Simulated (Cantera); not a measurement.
A Cantera script and what it prints.

```python
import numpy as np
import cantera as ct

gas_names = """
    C CO CO2 C2 C2O C3 C3O2 C4 C5 Fe FeC5O5 FeO O O2 O3
""".split()
cond_names = """
    C(gr) Fe(a) Fe(c) Fe(d) Fe(L) FeC5O5(L) FeO(s) FeO(L) Fe2O3(s) Fe3O4(s)
""".split()


def load(file, names, dense=False):
    # The tables refer to 1 bar. Condensed volumes are neglected.
    table = {s.name: s for s in ct.Species.list_from_file(file)}
    out = []
    for n in names:
        d = dict(table[n].input_data)
        d["thermo"] = dict(d["thermo"], **{"reference-pressure": 1e5})
        if dense:
            d["equation-of-state"] = {"model": "constant-volume", "density": "1e6 g/cm^3"}
        out.append(ct.Species.from_dict(d))
    return out


gas = ct.Solution(thermo="ideal-gas", species=load("nasa_gas.yaml", gas_names))
cond = {s.name: ct.Solution(thermo="fixed-stoichiometry", species=[s], name=s.name)
        for s in load("nasa_condensed.yaml", cond_names, dense=True)}
atoms = {
    'Fe': {'Fe': 1},
    'CO2': {'C': 1, 'O': 2},
    'CO': {'C': 1, 'O': 1},
}
top_T = {'C(gr)': 4500, 'Fe2O3(s)': 1830, 'Fe3O4(s)': 1870}  # K; cautious upper limits of use, not melting points


def equilibrate(T, P, feed):
    n = {}
    for name, mol in feed.items():
        for a, k in atoms[name].items():
            n[a] = n.get(a, 0.0) + k * mol
    gas.TPX = T, P, n
    mass = sum(n.values()) * gas.mean_molecular_weight
    gas.equilibrate("TP")
    valid = [c for c in cond.values() if c.min_temp <= T <= top_T.get(c.name, c.max_temp)]
    mix = ct.Mixture([(gas, mass / gas.mean_molecular_weight)] + [(c, 0.0) for c in valid])
    mix.T, mix.P = T, P
    mix.equilibrate("TP", solver="vcs", rtol=1e-11, max_steps=5000)
    return mix


results = []
feed = {'Fe': 1, 'CO2': 2.7, 'CO': 16}  # mol
T = 1500  # K
P = 210  # Pa
mix = equilibrate(T, P, feed)
results.append((T, P, feed, dict(zip(mix.species_names, mix.species_moles))))
print(gas.report(threshold=0.001))
for i in range(1, mix.n_phases):
    print(f"{mix.phase(i).name:16s} {mix.phase_moles(i):12.5e} mol")
```

Result:

```
       temperature   1500 K
          pressure   210 Pa
           density   0.00050917 kg/m^3
  mean mol. weight   30.239 kg/kmol
   phase of matter   gas

                          1 kg             1 kmol
                     ---------------   ---------------
          enthalpy       -3.5685e+06       -1.0791e+08  J
   internal energy       -3.9809e+06       -1.2038e+08  J
           entropy             10222        3.0911e+05  J/K
    Gibbs function       -1.8902e+07       -5.7157e+08  J
 heat capacity c_p            1268.1             38346  J/K
 heat capacity c_v            993.12             30031  J/K

                      mass frac. Y      mole frac. X     chem. pot. / RT
                     ---------------   ---------------   ---------------
                CO           0.79725           0.86071           -41.942
               CO2           0.20261           0.13922           -69.883
     [  +13 minor]        0.00013219        7.1546e-05

C(gr)             0.00000e+00 mol
Fe(c)             9.02256e-01 mol
FeC5O5(L)         0.00000e+00 mol
FeO(s)            9.64056e-02 mol
Fe2O3(s)          0.00000e+00 mol
Fe3O4(s)          0.00000e+00 mol
```

These are equilibrium values from Cantera (NASA tables, ideal gas, pure condensed phases), not measurements of a reactor. Mutual solubility and eutectic melting of coexisting phases are not modelled. The tables' stoichiometric FeO is somewhat more stable than real wüstite, so its field is too wide. FeO: taken at fixed stoichiometry.
